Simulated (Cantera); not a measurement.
An adiabatic, constant-pressure homogeneous reactor starts with CH₄ : O₂ : N₂ = 1 : 3.17 : 16.8 (molar parts), at 1650 K and 1000000 Pa. Integrator tolerance rtol = 1e-08.

Detailed kinetics in Cantera: GRI-Mech 3.0 (53 species, 325 reactions).

What does this change do: constant volume in place of constant pressure?


```csv
quantity,before,after
time of steepest temperature rise,58.3 µs,55.1 µs
temperature at 0.200 s,2546 K,2727 K
equilibrium temperature,2546 K,2727 K
x(CH₄) at 0.200 s,<1e-12 (gas-phase equilibrium <1e-12),<1e-12 (gas-phase equilibrium <1e-12)
x(O₂) at 0.200 s,0.0493 (gas-phase equilibrium 0.0493),0.0477 (gas-phase equilibrium 0.0477)
x(N₂O) at 0.200 s,2.14e-6 (gas-phase equilibrium 2.14e-6),3.61e-6 (gas-phase equilibrium 3.61e-6)
x(H₂O₂) at 0.200 s,4.95e-7 (gas-phase equilibrium 4.95e-7),8.67e-7 (gas-phase equilibrium 8.67e-7)
x(OH) at 0.200 s,0.00623 (gas-phase equilibrium 0.00623),0.00891 (gas-phase equilibrium 0.00891)
x(H₂O) at 0.200 s,0.0907 (gas-phase equilibrium 0.0907),0.0883 (gas-phase equilibrium 0.0883)
```

What does this change do: pressure from 1000000 Pa to 25000 Pa?


```json
[
 {"quantity": "time of steepest temperature rise", "before": "58.3 µs", "after": "1.25 ms"},
 {"quantity": "temperature at 0.200 s", "before": "2546 K", "after": "2436 K"},
 {"quantity": "equilibrium temperature", "before": "2546 K", "after": "2436 K"},
 {"quantity": "x(CH₄) at 0.200 s", "before": "<1e-12 (gas-phase equilibrium <1e-12)", "after": "<1e-12 (gas-phase equilibrium <1e-12)"},
 {"quantity": "x(O₂) at 0.200 s", "before": "0.0493 (gas-phase equilibrium 0.0493)", "after": "0.0515 (gas-phase equilibrium 0.0515)"},
 {"quantity": "x(N₂O) at 0.200 s", "before": "2.14e-6 (gas-phase equilibrium 2.14e-6)", "after": "2.81e-7 (gas-phase equilibrium 2.81e-7)"},
 {"quantity": "x(H₂O₂) at 0.200 s", "before": "4.95e-7 (gas-phase equilibrium 4.95e-7)", "after": "5.86e-8 (gas-phase equilibrium 5.86e-8)"},
 {"quantity": "x(OH) at 0.200 s", "before": "0.00623 (gas-phase equilibrium 0.00623)", "after": "0.0108 (gas-phase equilibrium 0.0108)"},
 {"quantity": "x(H₂O) at 0.200 s", "before": "0.0907 (gas-phase equilibrium 0.0907)", "after": "0.0844 (gas-phase equilibrium 0.0844)"}
]
```
